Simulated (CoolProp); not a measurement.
Vapour-liquid equilibrium of benzene (1) + n-dodecane (2) at 122.85 °C; x and y are mole fractions of (1).

Values from CoolProp's multi-fluid Helmholtz-energy mixture model, Thol 2012 and Lemmon 2004; pair parameters Bell 2016.

```
x     bubble pressure, mixture model (MPa)  bubble pressure, Raoult's law (MPa)  y, mixture model  y, Raoult's law
----  ------------------------------------  -----------------------------------  ----------------  ---------------
0.05                                     ?                              0.02131             0.701            0.754
0.2                                0.06234                              0.06864                 ?            0.936
0.35                                     ?                               0.1160             0.966            0.969
0.5                                      ?                               0.1633             0.981            0.983
0.65                                0.2072                               0.2107             0.989            0.991
0.8                                 0.2542                               0.2580             0.995            0.996
0.95                                     ?                               0.3053             0.999            0.999
```

Task: What belongs in the gaps?

Result: 
- 0.05, bubble pressure, mixture model (MPa): 0.01777
- 0.2, y, mixture model: 0.927
- 0.35, bubble pressure, mixture model (MPa): 0.1118
- 0.5, bubble pressure, mixture model (MPa): 0.1604
- 0.95, bubble pressure, mixture model (MPa): 0.3040

The largest gap from Raoult's law is -16.6 % in bubble pressure, at x = 0.05. No azeotrope shows between x = 0.05 and 0.95.

Pair parameters are fitted to limited data, so mixtures are less certain than the pure fluids.
